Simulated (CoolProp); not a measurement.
Vapour-liquid equilibrium of R125 (1) + cyclopropane (2) at 7.5 bar; x and y are mole fractions of (1).

Values from CoolProp's multi-fluid Helmholtz-energy mixture model, Lemmon 2005 and Polt 1992; pair parameters Bell 2016. This equation is an older, rougher fit; its heat capacities, sound speeds and derivatives of the liquid may be far off and weren't checked against measurements.

```json
[
 {"x": "0.05", "bubble temperature, mixture model (K)": "292.6", "bubble temperature, Raoult's law (K)": "297.8", "y, mixture model": "0.189", "y, Raoult's law": "0.091"},
 {"x": "0.15", "bubble temperature, mixture model (K)": "284.6", "bubble temperature, Raoult's law (K)": "294.7", "y, mixture model": "0.394", "y, Raoult's law": "0.252"},
 {"x": "0.25", "bubble temperature, mixture model (K)": "280.5", "bubble temperature, Raoult's law (K)": "292.0", "y, mixture model": "0.495", "y, Raoult's law": "0.389"},
 {"x": "0.35", "bubble temperature, mixture model (K)": "278.3", "bubble temperature, Raoult's law (K)": "289.4", "y, mixture model": "0.557", "y, Raoult's law": "0.508"},
 {"x": "0.45", "bubble temperature, mixture model (K)": "276.9", "bubble temperature, Raoult's law (K)": "287.1", "y, mixture model": "0.604", "y, Raoult's law": "0.611"},
 {"x": "0.55", "bubble temperature, mixture model (K)": "276.0", "bubble temperature, Raoult's law (K)": "284.9", "y, mixture model": "0.648", "y, Raoult's law": "0.701"},
 {"x": "0.65", "bubble temperature, mixture model (K)": "275.4", "bubble temperature, Raoult's law (K)": "282.9", "y, mixture model": "0.696", "y, Raoult's law": "0.781"},
 {"x": "0.75", "bubble temperature, mixture model (K)": "275.1", "bubble temperature, Raoult's law (K)": "281.0", "y, mixture model": "0.755", "y, Raoult's law": "0.853"},
 {"x": "0.85", "bubble temperature, mixture model (K)": "275.2", "bubble temperature, Raoult's law (K)": "279.2", "y, mixture model": "0.832", "y, Raoult's law": "0.916"},
 {"x": "0.95", "bubble temperature, mixture model (K)": "276.0", "bubble temperature, Raoult's law (K)": "277.5", "y, mixture model": "0.935", "y, Raoult's law": "0.974"}
]
```

The largest gap from Raoult's law is -11.5 K in bubble temperature, at x = 0.25. y crosses x between x = 0.75 and 0.85: the model has an azeotrope there.

Pair parameters are fitted to limited data, so mixtures are less certain than the pure fluids.
